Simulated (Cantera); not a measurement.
What does this Cantera script print?

```python
import numpy as np
import cantera as ct

gas = ct.Solution("h2o2.yaml")
gas.TPX = 1325, 32000, {'H2': 1.4, 'O2': 1, 'N2': 5.3}
inlet = ct.Reservoir(gas, clone=True)

reactor = ct.IdealGasConstPressureReactor(gas, energy="off", clone=False)
exhaust = ct.Reservoir(gas, clone=True)
tau = [1.8, 0.67, 0.25, 0.096, 0.036, 0.014, 0.0051, 0.0019][0]
for a, b in ((inlet, reactor), (reactor, exhaust)):
    ct.MassFlowController(a, b, mdot=lambda t: reactor.mass / tau)
net = ct.ReactorNet([reactor])
show = ['H2', 'O2', 'H2O2', 'HO2', 'O', 'H']

rows = []
print(f"{'tau/s':>10s}{'T/K':>9s}" + "".join(f"{s:>11s}" for s in show))
for tau in [1.8, 0.67, 0.25, 0.096, 0.036, 0.014, 0.0051, 0.0019]:
    net.initial_time = 0.0
    net.advance(30 * tau)
    before = gas.X
    net.advance(40 * tau)
    drift = np.max(np.abs(gas.X - before) / (gas.X + 1e-9))
    rows.append([gas.T, *gas[show].X, drift])
    print(f"{tau:10.3e}{gas.T:9.1f}" + "".join(f"{x:11.3e}" for x in gas[show].X))
```

Result:

```
     tau/s      T/K         H2         O2       H2O2        HO2          O          H
 1.800e+00   1325.0  1.357e-04  4.282e-02  2.214e-07  1.880e-06  3.825e-05  1.132e-05
 6.700e-01   1325.0  2.624e-04  4.283e-02  3.429e-07  3.169e-06  7.511e-05  3.063e-05
 2.500e-01   1325.0  5.041e-04  4.287e-02  5.136e-07  4.966e-06  1.470e-04  8.238e-05
 9.600e-02   1325.0  9.429e-04  4.297e-02  7.344e-07  7.056e-06  2.808e-04  2.139e-04
 3.600e-02   1325.0  1.769e-03  4.321e-02  1.016e-06  9.229e-06  5.404e-04  5.621e-04
 1.400e-02   1325.0  3.187e-03  4.371e-02  1.322e-06  1.105e-05  1.002e-03  1.399e-03
 5.100e-03   1325.0  5.811e-03  4.480e-02  1.634e-06  1.258e-05  1.902e-03  3.574e-03
 1.900e-03   1325.0  1.000e-02  4.684e-02  1.846e-06  1.371e-05  3.451e-03  8.404e-03
```

Model: the H2/O2 subset of GRI-Mech 3.0, which has no nitrogen chemistry, integrated in Cantera. The temperature is held fixed by assumption; the heat of reaction is taken as removed at once.
